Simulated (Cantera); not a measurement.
Input (Python, Cantera):

```python
import numpy as np
import cantera as ct

gas = ct.Solution("gri30.yaml")
gas.TPX = 1200, 100000, {'N2O': 1, 'H2O': 0.04}
reactor = ct.IdealGasConstPressureReactor(gas, energy="off", clone=False)
net = ct.ReactorNet([reactor])
net.rtol, net.atol = 1e-08, 1e-18
show = ['N2O', 'H2O', 'NO', 'N2', 'OH', 'H2O2', 'O']
times = np.geomspace(4e-06, 6, 15)

steps = ct.SolutionArray(gas, extra=["t"])
rows = []
print(f"{'t/s':>10s}{'T/K':>9s}{'P/Pa':>11s}" + "".join(f"{s:>11s}" for s in show))
for t in times:
    while net.time < t:
        t_next = net.step()
        steps.append(gas.state, t=t_next)
    rows.append([np.interp(t, steps.t, y) for y in (steps.T, steps.P, *steps(*show).X.T)])
    print(f"{t:10.3e}{rows[-1][0]:9.1f}{rows[-1][1]:11.4g}" + "".join(f"{x:11.3e}" for x in rows[-1][2:]))
rate = np.gradient(steps.T, steps.t)
print("integrator steps:", len(steps.t))
if steps.T.max() > steps.T[0] + 200:
    print(f"time of steepest temperature rise: {steps.t[rate.argmax()]:.4e} s")
gas.TPX = 1200, 100000, {'N2O': 1, 'H2O': 0.04}
gas.equilibrate("TP")
print(f"equilibrium (TP): T = {gas.T:.1f} K  " + "  ".join(f"{s} {gas[s].X[0]:.3e}" for s in show))
```

Output:

```
       t/s      T/K       P/Pa        N2O        H2O         NO         N2         OH       H2O2          O
 4.000e-06   1200.0      1e+05  9.615e-01  3.846e-02  7.258e-08  1.628e-06  2.716e-08  1.378e-15  9.590e-07
 1.105e-05   1200.0      1e+05  9.615e-01  3.846e-02  4.013e-07  5.355e-06  1.490e-07  8.187e-14  1.653e-06
 3.050e-05   1200.0      1e+05  9.615e-01  3.846e-02  1.637e-06  1.706e-05  5.928e-07  3.562e-12  1.946e-06
 8.424e-05   1200.0      1e+05  9.615e-01  3.846e-02  5.206e-06  5.020e-05  1.752e-06  1.079e-10  1.956e-06
 2.326e-04   1200.0      1e+05  9.613e-01  3.846e-02  1.503e-05  1.425e-04  4.133e-06  3.519e-09  1.951e-06
 6.424e-04   1200.0      1e+05  9.609e-01  3.845e-02  4.115e-05  4.006e-04  7.036e-06  7.456e-08  1.944e-06
 1.774e-03   1200.0      1e+05  9.598e-01  3.843e-02  1.053e-04  1.121e-03  9.418e-06  1.455e-07  1.938e-06
 4.899e-03   1200.0      1e+05  9.567e-01  3.839e-02  2.634e-04  3.119e-03  1.157e-05  8.527e-08  1.920e-06
 1.353e-02   1200.0      1e+05  9.483e-01  3.828e-02  6.796e-04  8.594e-03  1.367e-05  5.392e-08  1.861e-06
 3.736e-02   1200.0      1e+05  9.256e-01  3.799e-02  1.873e-03  2.323e-02  1.584e-05  3.831e-08  1.760e-06
 1.032e-01   1200.0      1e+05  8.677e-01  3.724e-02  5.130e-03  6.073e-02  1.783e-05  3.367e-08  1.650e-06
 2.849e-01   1200.0      1e+05  7.335e-01  3.550e-02  1.262e-02  1.476e-01  1.845e-05  3.219e-08  1.508e-06
 7.868e-01   1200.0      1e+05  4.889e-01  3.232e-02  2.541e-02  3.064e-01  1.688e-05  2.678e-08  1.251e-06
 2.173e+00   1200.0      1e+05  2.036e-01  2.862e-02  3.758e-02  4.929e-01  1.285e-05  1.631e-08  7.838e-07
 6.000e+00   1200.0      1e+05  3.618e-02  2.645e-02  4.103e-02  6.043e-01  6.683e-06  4.865e-09  2.252e-07
integrator steps: 1361
equilibrium (TP): T = 1200.0 K  N2O 1.411e-08  H2O 2.597e-02  NO 2.219e-04  N2 6.492e-01  OH 1.706e-06  H2O2 3.545e-10  O 1.437e-08
```

Model: GRI-Mech 3.0 (53 species, 325 reactions), integrated in Cantera. GRI-Mech 3.0 was tuned for natural gas; its chemistry of N2O as a main component is partial and can be far from experiment. The mechanism lacks the step 2 NO + O2 → 2 NO2, which can matter for NO2 below about 1400 K. The temperature is held fixed by assumption; the heat of reaction is taken as removed at once.
